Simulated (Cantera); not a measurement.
A freely propagating, adiabatic, planar premixed flame of C3H8 : O2 : N2 = 1 : 5.88 : 17.1 (molar parts), unburnt at 400 K and 100000 Pa; mixture-averaged transport, grid criteria slope 0.08 and curve 0.16, no radiation.

Model: GRI-Mech 3.0 (53 species, 325 reactions), integrated in Cantera. GRI-Mech 3.0 was tuned for natural gas; its chemistry of propane as a main component is partial and can be far from experiment. Burning velocities carry a grid error of a few per cent, more on coarse grids.

Question: How do the results move with these cheaper or finer settings: unity-Lewis-number transport; multicomponent transport; multicomponent+Soret transport; grid criteria slope 0.5, curve 1; grid criteria slope 0.25, curve 0.5; grid criteria slope 0.03, curve 0.06?

Answer: 
| setting | laminar burning velocity | thermal thickness | peak x(HO2) | peak x(C2H) | grid points |
|---|---|---|---|---|---|
| as above | 99.8 cm/s | 0.255 mm | 0.000471 | 2.15e-6 | 154 |
| unity-Lewis-number transport | 73.8 cm/s | 0.292 mm | 0.000342 | 1.53e-6 | 139 |
| multicomponent transport | 99.9 cm/s | 0.258 mm | 0.000469 | 2.16e-6 | 154 |
| multicomponent+Soret transport | 98.7 cm/s | 0.258 mm | 0.000473 | 2.13e-6 | 154 |
| grid criteria slope 0.5, curve 1 | 106 cm/s | 0.282 mm | 0.000465 | 1.87e-6 | 46 |
| grid criteria slope 0.25, curve 0.5 | 104 cm/s | 0.265 mm | 0.000467 | 2.12e-6 | 60 |
| grid criteria slope 0.03, curve 0.06 | 98.0 cm/s | 0.253 mm | 0.000472 | 2.07e-6 | 358 |
The base run took about 13 core-seconds (a rough figure).
Unity Lewis numbers drop preferential diffusion, which matters most where H2 and H carry the flame; Soret adds thermal diffusion.
